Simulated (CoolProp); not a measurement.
Vapour-liquid equilibrium of carbon dioxide (1) + R142b (2) at -49.45 °C; x and y are mole fractions of (1).

The numbers come from the multi-fluid Helmholtz-energy mixture model, Span 1996 and Lemmon 2006; pair parameters Bell 2016 in CoolProp.

```csv
x,"bubble pressure, mixture model (MPa)","bubble pressure, Raoult's law (MPa)","y, mixture model","y, Raoult's law"
0.05,0.04230,0.04810,0.684,0.725
0.125,…,0.09939,…,0.878
0.2,0.1447,0.1507,0.920,0.926
0.275,0.2010,0.2020,0.947,0.950
0.35,0.2578,0.2532,0.962,0.964
0.425,…,0.3045,0.972,0.974
0.5,0.3667,0.3558,0.979,0.980
0.575,0.4175,0.4071,…,0.985
0.65,0.4662,0.4584,0.987,0.989
0.725,0.5135,0.5097,0.990,0.992
0.8,0.5607,0.5610,0.993,0.995
0.875,…,0.6122,…,0.997
0.95,0.6609,0.6635,0.998,0.999
```

Problem. Complete the blanks.

Solution. 
- 0.125, bubble pressure, mixture model (MPa): 0.09094
- 0.125, y, mixture model: 0.863
- 0.425, bubble pressure, mixture model (MPa): 0.3134
- 0.575, y, mixture model: 0.983
- 0.875, bubble pressure, mixture model (MPa): 0.6093
- 0.875, y, mixture model: 0.996

The largest gap from Raoult's law is -12.1 % in bubble pressure, at x = 0.05. No azeotrope shows between x = 0.05 and 0.95.

The pair parameters rest on a limited set of measurements; away from them the model extrapolates. The gap from Raoult's law changes sign with composition, which may be real or a fault of the pair parameters; it wasn't checked against measurements.
